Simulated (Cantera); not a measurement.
What does this Cantera script print?

```python
import numpy as np
import cantera as ct

gas_names = """
    CL CL2 H HCL H2 Si SiCL SiCL2 SiCL3 SiCL4 SiH SiHCL3 SiH2 SiH2CL2 SiH3 SiH3CL SiH4 Si2 Si3
""".split()
cond_names = """
    Si(cr) Si(L)
""".split()


# ... load() reads the species with a 1 bar reference pressure and builds the phases ...
atoms = {
    'SiCl4': {'Si': 1, 'CL': 4},
    'HCl': {'H': 1, 'CL': 1},
    'H2': {'H': 2},
}
top_T = {}  # K; cautious upper limits of use, not melting points


# ... equilibrate(T, P, feed) seeds the gas with the atoms and calls Mixture.equilibrate('TP', solver="vcs", rtol=1e-11, max_steps=5000) ...
results = []
T = 1573.15  # K
P = 180000  # Pa
for m in [26, 32, 39, 47, 57, 70, 85, 100, 130, 150]:
    feed = {'SiCl4': 1, 'HCl': 0.095, 'H2': m}  # mol
    mix = equilibrate(T, P, feed)
    results.append((T, P, feed, dict(zip(mix.species_names, mix.species_moles))))

top = {s: max(r[3][s] / sum(r[3][g] for g in gas_names) for r in results) for s in gas_names}
cols = sorted((s for s in top if top[s] > 1e-05), key=lambda s: -top[s])[:5]
seen = [c for c in cond_names if any(r[3].get(c, 0) > 1e-12 for r in results)]
print("log10 of partial pressures in bar; condensed amounts in mol")
print(f"{'n(H2)':>10s}" + "".join(f"{s[:9]:>10s}" for s in cols + seen))
for T, P, feed, n in results:
    ng = sum(n[g] for g in gas_names)
    print(f"{feed['H2']:10.4g}" + "".join(f"{np.log10(max(n[s] / ng * P / 1e5, 1e-99)):10.3f}" for s in cols)
          + "".join(f"{n.get(c, 0):10.4g}" for c in seen))
```

It prints:

```
log10 of partial pressures in bar; condensed amounts in mol
     n(H2)        H2       HCL     SiCL2     SiCL3    SiHCL3    Si(cr)
        26     0.206    -0.865    -1.406    -2.172    -2.325     0.146
        32     0.214    -0.913    -1.511    -2.330    -2.479    0.2126
        39     0.220    -0.963    -1.617    -2.489    -2.635    0.2784
        47     0.225    -1.014    -1.723    -2.647    -2.791    0.3414
        57     0.230    -1.069    -1.838    -2.819    -2.960    0.4063
        70     0.234    -1.131    -1.966    -3.012    -3.151    0.4738
        85     0.237    -1.193    -2.093    -3.202    -3.339    0.5348
       100     0.240    -1.246    -2.203    -3.367    -3.503    0.5832
       130     0.243    -1.337    -2.388    -3.645    -3.779    0.6548
       150     0.244    -1.389    -2.492    -3.801    -3.934    0.6901
```

These are equilibrium values from Cantera (NASA tables, ideal gas, pure condensed phases), not measurements of a reactor. The tables' values for SiCl3 are old estimates; treat these amounts as uncertain.
